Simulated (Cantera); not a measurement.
## Gas-phase reforming

A perfectly stirred reactor is fed with CH₄ : CO₂ = 1 : 2.7 (molar parts), at 100.0 Torr; it is held at 1800 K, and followed from long to short residence time.

Computed with Cantera and GRI-Mech 3.0 (53 species, 325 reactions).

```json
[
 {"τ (s)": "29", "x CH₄": "0.000768", "x CO₂": "0.130", "x O₂": "1.21e-8", "x OH": "2.05e-5", "x HO₂": "3.52e-12", "x CH₂": "5.26e-8", "x H": "0.000328"},
 {"τ (s)": "5.6", "x CH₄": "0.00293", "x CO₂": "0.135", "x O₂": "1.18e-8", "x OH": "2.09e-5", "x HO₂": "3.67e-12", "x CH₂": "2.10e-7", "x H": "0.000319"},
 {"τ (s)": "1.1", "x CH₄": "0.00810", "x CO₂": "0.162", "x O₂": "1.04e-8", "x OH": "2.31e-5", "x HO₂": "4.61e-12", "x CH₂": "6.48e-7", "x H": "0.000287"},
 {"τ (s)": "0.20", "x CH₄": "0.0202", "x CO₂": "0.247", "x O₂": "8.02e-9", "x OH": "2.59e-5", "x HO₂": "7.46e-12", "x CH₂": "1.55e-6", "x H": "0.000206"},
 {"τ (s)": "0.038", "x CH₄": "0.0577", "x CO₂": "0.410", "x O₂": "3.78e-9", "x OH": "1.89e-5", "x HO₂": "8.32e-12", "x CH₂": "2.17e-6", "x H": "0.000143"},
 {"τ (s)": "0.0073", "x CH₄": "0.144", "x CO₂": "0.603", "x O₂": "6.99e-10", "x OH": "7.62e-6", "x HO₂": "4.40e-12", "x CH₂": "2.20e-6", "x H": "0.000111"},
 {"τ (s)": "0.0014", "x CH₄": "0.232", "x CO₂": "0.708", "x O₂": "4.30e-11", "x OH": "1.98e-6", "x HO₂": "1.27e-12", "x CH₂": "1.86e-6", "x H": "4.12e-5"}
]
```
x: mole fraction; the columns are a selection and need not sum to one.
